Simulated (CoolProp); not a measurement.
Vapour-liquid equilibrium of C3F8 (R218) (1) + c-C4F8 (RC318) (2) at 818 kPa; x and y are mole fractions of (1).

Computed with CoolProp (multi-fluid Helmholtz-energy mixture model, Lemmon 2006 and Platzer 1990; pair parameters Bell 2016). This equation is an older, rougher fit; its heat capacities, sound speeds and derivatives of the liquid may be far off and weren't checked against measurements.

| x | bubble temperature, mixture model (°C) | bubble temperature, Raoult's law (°C) | y, mixture model | y, Raoult's law |
|---|---|---|---|---|
| 0.05 | 58.2 | 56.2 | 0.065 | 0.114 |
| 0.15 | 56.1 | 51.2 | 0.204 | 0.305 |
| 0.25 | 53.1 | 46.6 | 0.349 | 0.457 |
| 0.35 | 49.5 | 42.5 | 0.489 | 0.580 |
| 0.45 | 45.3 | 38.8 | 0.617 | 0.681 |
| 0.55 | 40.9 | 35.4 | 0.726 | 0.764 |
| 0.65 | 36.5 | 32.2 | 0.815 | 0.833 |
| 0.75 | 32.2 | 29.3 | 0.886 | 0.891 |
| 0.85 | 28.2 | 26.6 | 0.941 | 0.940 |
| 0.95 | 24.6 | 24.0 | 0.983 | 0.981 |

The largest gap from Raoult's law is +7.0 K in bubble temperature, at x = 0.35. No azeotrope shows between x = 0.05 and 0.95.

The pair parameters rest on a limited set of measurements; away from them the model extrapolates.
